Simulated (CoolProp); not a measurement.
Vapour-liquid equilibrium of ethylbenzene (1) + p-xylene (2) at 16.7 bar; x and y are mole fractions of (1).

The numbers come from the multi-fluid Helmholtz-energy mixture model, Zhou 2012 and Zhou 2012; pair parameters Bell 2016 in CoolProp.

**Question.** Give the bubble temperature and the first vapour's composition at x = 0.125, 0.425, 0.725. Is there an azeotrope?

**Answer.** x = 0.125: 558.1 K, y = 0.127; x = 0.425: 557.5 K, y = 0.429; x = 0.725: 557.1 K, y = 0.727. No azeotrope shows between x = 0.05 and 0.95.

The pair parameters rest on a limited set of measurements; away from them the model extrapolates.
